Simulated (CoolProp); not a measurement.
Vapour pressure (MPa) of hexamethyldisiloxane (MM): the reference equation beside estimates from Tc = 245.6 °C, pc = 1.931 MPa, ω = 0.418.

Computed with CoolProp (reference Helmholtz-energy equation of state, Thol 2016).

```json
[
 {"T (°C)": "126.25", "reference": "0.2020", "van der Waals": "0.6189", "Redlich-Kwong": "0.3596", "Soave-Redlich-Kwong": "0.2042", "Peng-Robinson": "0.2024"},
 {"T (°C)": "135.45", "reference": "0.2523", "van der Waals": "0.6890", "Redlich-Kwong": "___", "Soave-Redlich-Kwong": "0.2557", "Peng-Robinson": "0.2530"},
 {"T (°C)": "144.75", "reference": "0.3122", "van der Waals": "___", "Redlich-Kwong": "0.4993", "Soave-Redlich-Kwong": "0.3173", "Peng-Robinson": "___"},
 {"T (°C)": "153.95", "reference": "0.3816", "van der Waals": "0.8448", "Redlich-Kwong": "0.5810", "Soave-Redlich-Kwong": "0.3888", "Peng-Robinson": "0.3839"},
 {"T (°C)": "163.25", "reference": "0.4630", "van der Waals": "0.9308", "Redlich-Kwong": "0.6724", "Soave-Redlich-Kwong": "0.4728", "Peng-Robinson": "0.4667"},
 {"T (°C)": "172.45", "reference": "0.5558", "van der Waals": "1.021", "Redlich-Kwong": "___", "Soave-Redlich-Kwong": "0.5687", "Peng-Robinson": "0.5613"},
 {"T (°C)": "181.75", "reference": "0.6635", "van der Waals": "___", "Redlich-Kwong": "0.8824", "Soave-Redlich-Kwong": "0.6798", "Peng-Robinson": "0.6712"},
 {"T (°C)": "190.95", "reference": "0.7850", "van der Waals": "1.218", "Redlich-Kwong": "1.001", "Soave-Redlich-Kwong": "0.8049", "Peng-Robinson": "___"},
 {"T (°C)": "200.15", "reference": "0.9231", "van der Waals": "1.325", "Redlich-Kwong": "1.131", "Soave-Redlich-Kwong": "0.9465", "Peng-Robinson": "0.9363"}
]
```

### Question
Fill in the missing entries.

### Answer

- 135.45, Redlich-Kwong: 0.4251
- 144.75, van der Waals: 0.7648
- 144.75, Peng-Robinson: 0.3136
- 172.45, Redlich-Kwong: 0.7720
- 181.75, van der Waals: 1.118
- 190.95, Peng-Robinson: 0.7954

Absolute difference from the reference over all 9 rows, mean and median: van der Waals 110.9 and 101.0 %, Redlich-Kwong 47.3 and 45.2 %, Soave-Redlich-Kwong 2.0 and 2.1 %, Peng-Robinson 0.8 and 0.8 %.
